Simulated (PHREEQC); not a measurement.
2.6 g of hydrous ferric oxide (600 m²/g; 0.2 weak and 0.005 strong sites per Fe, Dzombak-Morel constants, diffuse double layer) in 1 kg of water with 0.005 mol/kgw of an inert sodium salt and 0.00014 mol/kgw NaF and 0.0055 mol/kgw NaH2PO4, at 25 °C; the pH is set by adding NaOH or the inert anion's acid. Oxygen is held at 0.21 atm. CO2 from the air is kept out. Nothing may precipitate in this run.

Computed with PHREEQC (ion-association model, wateq4f.dat).

Predict P sorbed (%), surface charge σ (C/m²) at pH = 4, 4.67, 8, 9.33.


| pH | P sorbed (%) | surface charge σ (C/m²) |
|---|---|---|
| 4 | 98.5 | 0.012 |
| 4.67 | 96.8 | 0.005 |
| 8 | 57.7 | -0.032 |
| 9.33 | 25.9 | -0.054 |

Complexes and solids missing from the database can't appear. H3PO4, which wateq4f.dat lacks, is added to it with the constant of phreeqc.dat.
